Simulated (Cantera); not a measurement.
An isothermal, constant-pressure homogeneous reactor starts with CH4 : CO2 = 1 : 0.95 (molar parts), at 1550 K and 0.987 atm.

Cantera simulation using GRI-Mech 3.0 (53 species, 325 reactions); the numbers are that mechanism's predictions, not measurements.

x: mole fraction; the columns are a selection and need not sum to one.

| t (s) | x CH4 | x CO2 | x CO | x CH2CO | x OH |
|---|---|---|---|---|---|
| 1.00e-6 | 0.513 | 0.487 | 8.54e-9 | <1e-12 | 5.08e-10 |
| 6.76e-6 | 0.513 | 0.487 | 6.25e-8 | <1e-12 | 5.09e-10 |
| 4.57e-5 | 0.513 | 0.487 | [?] | <1e-12 | 5.31e-10 |
| 0.000309 | 0.512 | 0.487 | 4.39e-6 | 5.73e-12 | 7.92e-10 |
| 0.00209 | 0.507 | 0.486 | 7.73e-5 | 1.04e-9 | 2.43e-9 |
| 0.0141 | 0.460 | 0.472 | 0.00266 | 3.01e-7 | 1.98e-8 |
| 0.0956 | [?] | [?] | [?] | [?] | [?] |
| 0.647 | 0.0670 | 0.109 | 0.250 | 5.23e-5 | 4.21e-7 |
| 4.37 | 0.0355 | 0.0505 | 0.364 | 1.61e-5 | 2.37e-7 |
| 29.6 | 0.0235 | 0.0158 | 0.454 | 1.94e-6 | 6.82e-8 |
| 200 | 0.0124 | 0.00276 | 0.485 | 3.92e-7 | 1.18e-8 |

Q: What belongs in the gaps?

A: 
- 4.57e-5, x CO: 4.39e-7
- 0.0956, x CH4: 0.288
- 0.0956, x CO2: 0.366
- 0.0956, x CO: 0.0514
- 0.0956, x CH2CO: 1.05e-5
- 0.0956, x OH: 1.10e-7
